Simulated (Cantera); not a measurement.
A Cantera script and what it prints.

```python
import numpy as np
import cantera as ct

gas_names = """
    CL CL2 H HCL H2 Si SiCL SiCL2 SiCL3 SiCL4 SiH SiHCL3 SiH2 SiH2CL2 SiH3 SiH3CL SiH4 Si2 Si3
""".split()
cond_names = """
    Si(cr) Si(L)
""".split()


# ... load() reads the species with a 1 bar reference pressure and builds the phases ...
atoms = {
    'Si': {'Si': 1},
    'HCl': {'H': 1, 'CL': 1},
    'H2': {'H': 2},
}
top_T = {}  # K; cautious upper limits of use, not melting points


# ... equilibrate(T, P, feed) seeds the gas with the atoms and calls Mixture.equilibrate('TP', solver="vcs", rtol=1e-11, max_steps=5000) ...
results = []
T = 550  # K
P = 66000  # Pa
for m in [0.73, 0.86, 1, 1.2, 1.4, 1.7, 2, 2.4, 2.8, 3.3, 4]:
    feed = {'Si': 1, 'HCl': m, 'H2': 2.5}  # mol
    mix = equilibrate(T, P, feed)
    results.append((T, P, feed, dict(zip(mix.species_names, mix.species_moles))))
    x = sorted(zip(gas.X, gas.species_names), reverse=True)
    print(f"T = {T:g} K  P = {P:g} Pa  n(HCl) = {m:g} mol  gas = {mix.phase_moles(0):.4g} mol")
    print("   x: " + "  ".join(f"{s} {v:.3e}" for v, s in x if v > 1e-06))
    print("   condensed (mol): " + ("  ".join(f"{mix.phase(i).name} {mix.phase_moles(i):.4g}"
          for i in range(1, mix.n_phases) if mix.phase_moles(i) > 1e-12) or "none"))
```

Output:

```
T = 550 K  P = 66000 Pa  n(HCl) = 0.73 mol  gas = 3.023 mol
   x: H2 9.317e-01  SiCL4 3.748e-02  SiHCL3 2.983e-02  SiH2CL2 1.002e-03  HCL 8.863e-06  SiH3CL 6.188e-06
   condensed (mol): Si(cr) 0.7934
T = 550 K  P = 66000 Pa  n(HCl) = 0.86 mol  gas = 3.117 mol
   x: H2 9.222e-01  SiCL4 4.353e-02  SiHCL3 3.320e-02  SiH2CL2 1.069e-03  HCL 9.153e-06  SiH3CL 6.326e-06
   condensed (mol): Si(cr) 0.7574
T = 550 K  P = 66000 Pa  n(HCl) = 1 mol  gas = 3.219 mol
   x: H2 9.126e-01  SiCL4 4.972e-02  SiHCL3 3.650e-02  SiH2CL2 1.130e-03  HCL 9.414e-06  SiH3CL 6.439e-06
   condensed (mol): Si(cr) 0.7188
T = 550 K  P = 66000 Pa  n(HCl) = 1.2 mol  gas = 3.364 mol
   x: H2 9.000e-01  SiCL4 5.805e-02  SiHCL3 4.071e-02  SiH2CL2 1.204e-03  HCL 9.718e-06  SiH3CL 6.555e-06
   condensed (mol): Si(cr) 0.6637
T = 550 K  P = 66000 Pa  n(HCl) = 1.4 mol  gas = 3.509 mol
   x: H2 8.885e-01  SiCL4 6.579e-02  SiHCL3 4.443e-02  SiH2CL2 1.266e-03  HCL 9.962e-06  SiH3CL 6.634e-06
   condensed (mol): Si(cr) 0.6088
T = 550 K  P = 66000 Pa  n(HCl) = 1.7 mol  gas = 3.727 mol
   x: H2 8.730e-01  SiCL4 7.642e-02  SiHCL3 4.927e-02  SiH2CL2 1.340e-03  HCL 1.025e-05  SiH3CL 6.707e-06
   condensed (mol): Si(cr) 0.5266
T = 550 K  P = 66000 Pa  n(HCl) = 2 mol  gas = 3.945 mol
   x: H2 8.592e-01  SiCL4 8.600e-02  SiHCL3 5.341e-02  SiH2CL2 1.399e-03  HCL 1.047e-05  SiH3CL 6.745e-06
   condensed (mol): Si(cr) 0.4446
T = 550 K  P = 66000 Pa  n(HCl) = 2.4 mol  gas = 4.235 mol
   x: H2 8.431e-01  SiCL4 9.737e-02  SiHCL3 5.807e-02  SiH2CL2 1.461e-03  HCL 1.070e-05  SiH3CL 6.763e-06
   condensed (mol): Si(cr) 0.3354
T = 550 K  P = 66000 Pa  n(HCl) = 2.8 mol  gas = 4.526 mol
   x: H2 8.291e-01  SiCL4 1.074e-01  SiHCL3 6.198e-02  SiH2CL2 1.509e-03  HCL 1.088e-05  SiH3CL 6.759e-06
   condensed (mol): Si(cr) 0.2264
T = 550 K  P = 66000 Pa  n(HCl) = 3.3 mol  gas = 4.89 mol
   x: H2 8.140e-01  SiCL4 1.184e-01  SiHCL3 6.606e-02  SiH2CL2 1.556e-03  HCL 1.104e-05  SiH3CL 6.737e-06
   condensed (mol): Si(cr) 0.09042
T = 550 K  P = 66000 Pa  n(HCl) = 4 mol  gas = 5.5 mol
   x: H2 8.171e-01  SiCL4 1.808e-01  HCL 1.058e-03  SiHCL3 1.057e-03
   condensed (mol): none
```

These are equilibrium values from Cantera (NASA tables, ideal gas, pure condensed phases), not measurements of a reactor.
